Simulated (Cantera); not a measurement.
## Stirred combustor or abatement burner

A perfectly stirred reactor is fed with 21.5 % H2, 16.5 % O2, 62.0 % N2, at 0.770 atm; it is adiabatic with a 500 K inlet, and is followed from long to short residence time, starting on the burning branch (τ in s: 0.073, 0.026, 0.0091, 0.0032, 0.0011, 0.0004, 0.00014, 5e-05, 1.8e-05, 6.3e-06).

Cantera simulation using the H2/O2 subset of GRI-Mech 3.0, which has no nitrogen chemistry; the numbers are that mechanism's predictions, not measurements.

| τ (s) | T (K) | x H2 | x O2 | x H2O2 | x OH | x H |
|---|---|---|---|---|---|---|
| 0.073 | 2081 | 0.000920 | 0.0636 | 1.36e-7 | 0.00460 | 0.000153 |
| 0.026 | 2070 | 0.00144 | 0.0635 | 1.53e-7 | 0.00563 | 0.000298 |
| 0.0091 | 2048 | 0.00259 | 0.0633 | 1.94e-7 | 0.00733 | 0.000730 |
| 0.0032 | 2006 | 0.00476 | 0.0632 | 2.73e-7 | 0.00947 | 0.00190 |
| 0.0011 | 1932 | 0.00843 | 0.0638 | 4.20e-7 | 0.0115 | 0.00483 |
| 0.00040 | 1823 | 0.0132 | 0.0652 | 7.13e-7 | 0.0125 | 0.0105 |
| 0.00014 | 1668 | 0.0193 | 0.0685 | 1.50e-6 | 0.0117 | 0.0204 |
| 5.0e-5 | 1477 | 0.0296 | 0.0757 | 3.60e-6 | 0.00909 | 0.0325 |
| 1.8e-5 | 500 | 0.215 | 0.165 | <1e-12 | <1e-12 | <1e-12 |
| 6.3e-6 | 500 | 0.215 | 0.165 | <1e-12 | <1e-12 | <1e-12 |
x: mole fraction; the columns are a selection and need not sum to one.
